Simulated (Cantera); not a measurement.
A perfectly stirred reactor is fed with 0.257 % CH3OH, 0.899 % O2, 98.8 % N2, equivalence ratio 0.43, at 7500 Torr; it is held at 975 K, and followed from long to short residence time.

Computed with Cantera and GRI-Mech 3.0 (53 species, 325 reactions). GRI-Mech 3.0 was tuned for natural gas; its chemistry of methanol as a main component is partial and can be far from experiment.

Q: Predict: x(CH3OH) at τ = 27.0 s; x(O2) at τ = 27.0 s; x(H2) at τ = 27.0 s; x(N2O) at τ = 27.0 s; x(CH3OH) at τ = 0.130 s; x(O2) at τ = 0.130 s; x(H2) at τ = 0.130 s; x(N2O) at τ = 0.130 s.

A: 
- x(CH3OH) at τ = 27.0 s: 2.11e-5
- x(O2) at τ = 27.0 s: 0.00533
- x(H2) at τ = 27.0 s: 5.18e-6
- x(N2O) at τ = 27.0 s: 1.01e-7
- x(CH3OH) at τ = 0.130 s: 0.000474
- x(O2) at τ = 0.130 s: 0.00692
- x(H2) at τ = 0.130 s: 0.000379
- x(N2O) at τ = 0.130 s: 3.36e-9
